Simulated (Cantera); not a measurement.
# Abatement and gas-phase synthesis: N₂O + H₂O + O₂

A closed system holds: 1 mol N₂O, 0.3 mol H₂O, 0.53 mol O₂, at 93.0 Pa.

These are equilibrium values from Cantera (NASA tables, ideal gas, pure condensed phases), not measurements of a reactor. Candidate condensed phases: H₂O; 47 gas species. Ions and electrons are included (thermal ionisation). Rates play no part.

From 2000 K to 5000 K nothing is condensed.

```tsv
T (K)	x O	x O₂	x N₂	x N	x H	x H₂O	x OH	x NO	x H₂
2000	0.0143	0.423	0.419	1.92e-8	0.00220	0.117	0.0151	0.00793	0.00170
2250	0.0735	0.369	0.395	4.60e-7	0.0205	0.0847	0.0368	0.0132	0.00707
2500	0.235	0.244	0.336	5.56e-6	0.0855	0.0273	0.0449	0.0162	0.0108
2750	0.448	0.0946	0.278	4.15e-5	0.140	0.00203	0.0197	0.0137	0.00387
3000	0.557	0.0225	0.256	0.000231	0.150	8.51e-5	0.00507	0.00891	0.000835
3250	0.584	0.00508	0.251	0.00102	0.151	4.59e-6	0.00134	0.00555	0.000206
3500	0.590	0.00133	0.249	0.00363	0.151	3.58e-7	0.000409	0.00360	6.10e-5
3750	0.590	0.000410	0.245	0.0109	0.151	3.84e-8	0.000144	0.00243	2.10e-5
4000	0.586	0.000144	0.234	0.0282	0.149	5.34e-9	5.71e-5	0.00169	8.18e-6
4250	0.576	5.61e-5	0.212	0.0633	0.147	9.06e-10	2.46e-5	0.00117	3.48e-6
4500	0.558	2.34e-5	0.175	0.123	0.142	1.78e-10	1.13e-5	0.000792	1.57e-6
4750	0.534	1.04e-5	0.123	0.206	0.136	3.96e-11	5.43e-6	0.000502	7.48e-7
5000	0.509	4.92e-6	0.0710	0.290	0.130	9.96e-12	2.76e-6	0.000293	3.77e-7
```
x: gas mole fraction; nothing condenses.
